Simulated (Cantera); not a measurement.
An isothermal, constant-pressure homogeneous reactor starts with 1.77 % H₂, 9.66 % O₂, 88.6 % N₂, equivalence ratio 0.092, at 1123 K and 9.00 Torr.

Model: the H2/O2 subset of GRI-Mech 3.0, which has no nitrogen chemistry, integrated in Cantera. Radical loss at walls, strong at low pressure, is not modelled.

x: mole fraction; the columns are a selection and need not sum to one.

```tsv
t (s)	x H₂	x O₂	x O	x H	x H₂O₂
0.000200	0.0177	0.0966	7.47e-12	5.41e-11	<1e-12
0.000479	0.0177	0.0966	3.79e-11	1.26e-10	<1e-12
0.00115	0.0177	0.0966	1.96e-10	3.64e-10	<1e-12
0.00275	0.0177	0.0966	[?]	[?]	<1e-12
0.00660	0.0177	0.0966	7.41e-8	9.85e-8	4.34e-12
0.0158	0.0160	0.0956	0.000506	0.000705	4.65e-9
0.0379	[?]	0.0860	[?]	[?]	1.40e-8
0.0909	0.000523	0.0864	0.00539	0.00402	1.49e-8
0.218	0.000342	0.0871	0.00330	0.00197	1.71e-8
0.522	0.000136	0.0879	0.00125	0.000464	1.87e-8
1.25	2.96e-5	0.0884	0.000268	4.61e-5	1.50e-8
3.00	5.00e-6	0.0885	4.53e-5	3.21e-6	7.19e-9
```

Task: Some entries are withheld; supply them.

Result: 
- 0.00275, x O: 1.55e-9
- 0.00275, x H: 2.17e-9
- 0.0379, x H₂: 0.000638
- 0.0379, x O: 0.00668
- 0.0379, x H: 0.00552
